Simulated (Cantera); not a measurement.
**Pyrogenic steam for wet oxidation**

An isothermal, constant-pressure homogeneous reactor starts with 28.0 % H2, 36.4 % O2, 35.6 % N2, at 1025 K and 82.5 Torr.

Cantera simulation using the H2/O2 subset of GRI-Mech 3.0, which has no nitrogen chemistry; the numbers are that mechanism's predictions, not measurements. Radical loss at walls, strong at low pressure, is not modelled. The temperature is held fixed by assumption; the heat of reaction is taken as removed at once.

```
t (s)         x H2   x O2    x H2O2      x OH    x HO2       x O    x H2O
--------  --------  -----  --------  --------  -------  --------  -------
0.000200     0.280  0.364  3.44e-11   2.53e-8  2.95e-8   6.62e-8  3.79e-7
0.000678    0.0642  0.276   3.51e-6   0.00616  5.60e-5    0.0147    0.193
0.00230    0.00197  0.260   3.87e-6  0.000403  3.32e-5  0.000287    0.323
0.00779   0.000329  0.260   1.62e-6  0.000118  9.65e-6   3.15e-5    0.325
0.0264     3.65e-5  0.260   4.53e-7   4.75e-5  1.51e-6   3.75e-6    0.326
0.0894     2.04e-6  0.260   1.12e-7   1.90e-5  1.55e-7   4.88e-7    0.326
0.303      8.65e-8  0.260   2.80e-8   8.30e-6  2.31e-8   9.13e-8    0.326
1.03       1.26e-8  0.260   7.84e-9   4.09e-6  5.77e-9   2.24e-8    0.326
3.48       3.16e-9  0.260   2.33e-9   2.14e-6  1.99e-9   6.17e-9    0.326
11.8      9.26e-10  0.260  7.19e-10   1.16e-6  1.29e-9   1.82e-9    0.326
40.0      4.08e-10  0.260  2.78e-10   7.08e-7  1.52e-9  6.79e-10    0.326
```
x: mole fraction; the columns are a selection and need not sum to one.

Equilibrium at this temperature and pressure: H2 3.50e-10, O2 0.260, H2O2 2.12e-10, OH 6.14e-7, HO2 1.68e-9, O 5.11e-10, H2O 0.326 (gas phase only).
